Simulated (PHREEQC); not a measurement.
Consider water at 25 °C with 2.8 mmol/kgw KOH, 0.098 mmol/kgw KNO3 and 0.0045 mmol/kgw CO2. Closed to the air; pH follows from the charge balance.

Model: ion-association model, wateq4f.dat, run in PHREEQC.

Each row changes one thing in this solution. This is a speciation only: nothing precipitates in the calculation.

```csv
case,pH,ionic strength (mol/kgw),CO3-2 (mol/kgw),HCO3- (mol/kgw)
as made,11.42,0.00290,4.21e-6,2.88e-7
KNO3 replaced by K2SiO3 at the same molality,11.43,0.00300,4.22e-6,2.78e-7
temperature from 25 to 30 °C,11.26,0.00290,4.13e-6,3.70e-7
KNO3 from 9.8e-05 to 4.9e-05 mol/kgw,11.42,0.00285,4.21e-6,2.88e-7
diluted 10-fold with water,10.44,0.000290,2.59e-7,1.91e-7
0.0038 mol/kgw Na2CO3 added,11.42,0.0135,0.00333,0.000191
CO2 from 4.5e-06 to 4.5e-07 mol/kgw,11.42,0.00290,4.21e-7,2.87e-8
```

Species that the database lacks are ignored.
